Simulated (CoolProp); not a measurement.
Vapour-liquid equilibrium of R143a (1) + R236FA (2) at 3.85 °C; x and y are mole fractions of (1).

Model: multi-fluid Helmholtz-energy mixture model, Lemmon and Jacobsen 2000 and Pan 2012; pair parameters Bell 2016, in CoolProp.

| x | bubble pressure (kPa) | y at the bubble point | dew pressure at overall composition x (kPa) | liquid density (mol/L) |
|---|---|---|---|---|
| 0.05 | 148.8 | 0.187 | 131.3 | 9.520 |
| 0.15 | 196.6 | 0.438 | 143.6 | 9.764 |
| 0.25 | 247.1 | 0.598 | 158.4 | 10.02 |
| 0.35 | 300.2 | 0.707 | 176.6 | 10.27 |
| 0.45 | 355.7 | 0.787 | 199.6 | 10.54 |
| 0.55 | 413.4 | 0.847 | 229.5 | 10.81 |
| 0.65 | 473.2 | 0.894 | 269.9 | 11.08 |
| 0.75 | 534.9 | 0.931 | 327.7 | 11.35 |
| 0.85 | 598.4 | 0.962 | 416.9 | 11.63 |
| 0.95 | 663.9 | 0.988 | 571.3 | 11.90 |

No azeotrope shows between x = 0.05 and 0.95.

Pair parameters are fitted to limited data, so mixtures are less certain than the pure fluids.
